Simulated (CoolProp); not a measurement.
Vapour-liquid equilibrium of benzene (1) + n-heptane (2) at 374.5 K; x and y are mole fractions of (1).

Model: multi-fluid Helmholtz-energy mixture model, Thol 2012 and Span 2003; pair parameters Bell 2016, in CoolProp.

Give the bubble pressure and the first vapour's composition at x = 0.05, 0.5, 0.65. Is there an azeotrope?

x = 0.05: 0.1167 MPa, y = 0.097; x = 0.5: 0.1631 MPa, y = 0.632; x = 0.65: 0.1732 MPa, y = 0.740. No azeotrope shows between x = 0.05 and 0.95.

Pair parameters are fitted to limited data, so mixtures are less certain than the pure fluids.
